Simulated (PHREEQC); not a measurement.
0.01 g of hydrous ferric oxide (600 m²/g; 0.2 weak and 0.005 strong sites per Fe, Dzombak-Morel constants, diffuse double layer) in 1 kg of water with 0.005 mol/kgw of an inert sodium salt and 2.6e-05 mol/kgw Na2SeO3, at 25 °C; the pH is set by adding NaOH or the inert anion's acid. The system is closed to oxygen. The system is closed to CO2. Precipitation was switched off in this run.

The series has 13 steps of pH, from 4 to 12.

Computed with PHREEQC (ion-association model, wateq4f.dat).

Q: At which pH does the surface charge pass through zero?

A: Near pH 7.4.

The database's selenite sorption wasn't checked against measurements; a fall in acid may be a fault of its surface constants.
